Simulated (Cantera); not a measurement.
A freely propagating, adiabatic, planar premixed flame of H2 : O2 : N2 = 1 : 0.333 : 1.25 (molar parts), equivalence ratio 1.5, unburnt at 623 K and 0.133 bar; mixture-averaged transport, grid criteria slope 0.08 and curve 0.16, no radiation.

Computed with Cantera and the H2/O2 subset of GRI-Mech 3.0, which has no nitrogen chemistry. Burning velocities carry a grid error of a few per cent, more on coarse grids.

Question: What does this change do: H2 1 to 0.77 parts?

Answer: 
```json
[
 {"quantity": "laminar burning velocity", "before": "734 cm/s", "after": "691 cm/s"},
 {"quantity": "thermal thickness", "before": "6.36 mm", "after": "6.68 mm"},
 {"quantity": "peak x(H)", "before": "0.131", "after": "0.108"},
 {"quantity": "peak x(H2O2)", "before": "4.92e-7", "after": "7.56e-7"},
 {"quantity": "peak x(OH)", "before": "0.0126", "after": "0.0184"}
]
```
